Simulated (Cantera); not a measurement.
Charge: 1 mol SiC, 0.0016 mol O₂, 240 mol N₂, held at 750 °C and 1300 Pa.

These are equilibrium values from Cantera (NASA tables, ideal gas, pure condensed phases), not measurements of a reactor. Candidate condensed phases: C, Si, SiC, SiO₂, Si₂N₂O, Si₃N₄; 34 gas species. N₂ is the only nitrogen source here; it is nearly inert below about 1500 K, so the nitride shown seldom forms there in practice. Mutual solubility and eutectic melting of coexisting phases are not modelled. The numbers say what is thermodynamically allowed, not how fast it happens.

What is the equilibrium state?


```
Property                                Value
--------------------------------  -----------
x(N₂)                                    1.00
n(C(graphite))                      1.000 mol
n(Si₂N₂O(s))                      0.00320 mol
n(Si₃N₄(s))                         0.331 mol
gas amount                          239.3 mol
log10 activity of Si(s) (absent)        -5.64
```
